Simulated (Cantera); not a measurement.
A closed system holds: 1 mol SiO₂, 1800 mol H₂, 0.46 mol N₂, equilibrated at 1 atm.

Method: chemical equilibrium by Gibbs-energy minimisation in Cantera with the NASA 1993 tables (ideal gas, pure condensed phases). Candidate condensed phases: H₂O, Si, SiO₂, Si₂N₂O, Si₃N₄; 35 gas species. N₂ is the only nitrogen source here; it is nearly inert below about 1500 K, so the nitride shown seldom forms there in practice. Mutual solubility and eutectic melting of coexisting phases are not modelled. Equilibrium is a limit: real reactors are often held back by kinetics, nucleation or transport.

Which condensed phases are stable at each of these points (T (K)): 775, 825, 875, 925, 975, 1025, 1075?


```tsv
T (K)	condensed phases	Si condensed (%)
775	SiO₂(α-quartz) + Si₂N₂O(s)	100.0
825	SiO₂(α-quartz) + Si₂N₂O(s)	100.0
875	SiO₂(β-quartz) + Si₂N₂O(s)	100.0
925	SiO₂(β-quartz) + Si₂N₂O(s)	100.0
975	SiO₂(β-quartz) + Si₂N₂O(s)	100.0
1025	SiO₂(β-quartz) + Si₂N₂O(s)	100.0
1075	SiO₂(β-quartz) + Si₂N₂O(s)	100.0
```

From 775 K to 825 K the condensed part is SiO₂(α-quartz) + Si₂N₂O(s). From 875 K to 1075 K the condensed part is SiO₂(β-quartz) + Si₂N₂O(s).
